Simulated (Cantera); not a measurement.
Charge: 1 mol Al, 1.3 mol N2, 3.8 mol H2, at 1727 °C and 57.0 Pa.

Cantera equilibrium calculation (NASA polynomials, part measured and part estimated; ideal gas, pure solids and liquids). Candidate condensed phases: Al, AlN; 13 gas species. The numbers say what is thermodynamically allowed, not how fast it happens.

Base state: H2 0.581, N2 0.208, Al 0.159, H 0.0519, AlH 0.000808 (mole fractions); condensed: gas only.

**Question.** What changes in the equilibrium state with this change: pressure from 57.0 Pa to 1.00 bar?

**Answer.** 
```csv
species,before,after
H2,0.581,0.825
N2,0.208,0.174
H,0.0519,0.00148
Al,0.159,4.92e-5
AlH,0.000808,1.25e-5
"AlN(s), mol",0,1.000
```
